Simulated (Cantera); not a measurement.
A freely propagating, adiabatic, planar premixed flame of CH4 : O2 : N2 = 1 : 2.5 : 8.2 (molar parts), unburnt at 425 K and 6.22 atm; mixture-averaged transport, grid criteria slope 0.08 and curve 0.16, no radiation.

Model: GRI-Mech 3.0 (53 species, 325 reactions), integrated in Cantera. Burning velocities carry a grid error of a few per cent, more on coarse grids.

Predict: laminar burning velocity; thermal thickness; peak x(HCN); peak x(C2H6); peak x(CH3); peak x(C2H).


| Quantity | Value |
|---|---|
| laminar burning velocity | 32.7 cm/s |
| thermal thickness | 0.104 mm |
| peak x(HCN) | 8.32e-7 |
| peak x(C2H6) | 0.000540 |
| peak x(CH3) | 0.00114 |
| peak x(C2H) | 9.36e-8 |
